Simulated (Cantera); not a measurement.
A closed system holds: 1 mol TEOS, 3.8 mol CO2, 84 mol N2, equilibrated at 1.00 bar.

Equilibrium computed with Cantera from the NASA thermochemical tables; the gas is ideal and each condensed phase is pure. Candidate condensed phases: C, C6H6, C7H8, C8H18, H2O, Si, SiC, SiO2, Si2N2O, Si3N4; 151 gas species. The feed counts by its element totals alone. N2 is the only nitrogen source here; it is nearly inert below about 1500 K, so the nitride shown seldom forms there in practice. Mutual solubility and eutectic melting of coexisting phases are not modelled. The tables hold silica as quartz up to 1696 K and as liquid above; real silica turns to tridymite and cristobalite and melts near 1996 K. Equilibrium is a limit: real reactors are often held back by kinetics, nucleation or transport.

### Question
Which condensed phases are stable at each of these points (T (K)): 1175, 1275, 1375, 1475, 1575, 1675, 1775, 1875, 1975?

### Answer
```json
[
 {"T (K)": "1175", "condensed phases": "C(graphite) + SiO2(β-quartz)", "Si condensed (%)": "100.0"},
 {"T (K)": "1275", "condensed phases": "C(graphite) + SiO2(β-quartz)", "Si condensed (%)": "100.0"},
 {"T (K)": "1375", "condensed phases": "C(graphite) + Si2N2O(s)", "Si condensed (%)": "100.0"},
 {"T (K)": "1475", "condensed phases": "C(graphite) + Si2N2O(s)", "Si condensed (%)": "100.0"},
 {"T (K)": "1575", "condensed phases": "C(graphite) + Si2N2O(s)", "Si condensed (%)": "99.9"},
 {"T (K)": "1675", "condensed phases": "C(graphite) + Si2N2O(s)", "Si condensed (%)": "99.6"},
 {"T (K)": "1775", "condensed phases": "C(graphite) + Si2N2O(s)", "Si condensed (%)": "97.9"},
 {"T (K)": "1875", "condensed phases": "SiC(s) + Si2N2O(s)", "Si condensed (%)": "90.0"},
 {"T (K)": "1975", "condensed phases": "SiC(s)", "Si condensed (%)": "50.8"}
]
```

From 1175 K to 1275 K the condensed part is C(graphite) + SiO2(β-quartz). From 1375 K to 1775 K the condensed part is C(graphite) + Si2N2O(s). At 1875 K the condensed part is SiC(s) + Si2N2O(s). At 1975 K the condensed part is SiC(s).
